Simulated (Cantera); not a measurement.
Feed: 1 mol S, 0.58 mol H2, at 0.133 bar.

Cantera equilibrium calculation (NASA polynomials, part measured and part estimated; ideal gas, pure solids and liquids). Candidate condensed phases: S; 7 gas species. Kinetics and transport are ignored.

Task: At 2002 °C, list the 6 most abundant gas species with their mole fractions, and the condensed phases.

Result: H2 0.467, S2 0.404, SH 0.0531, H2S 0.0331, S 0.0270, H 0.0159. Condensed: gas only.
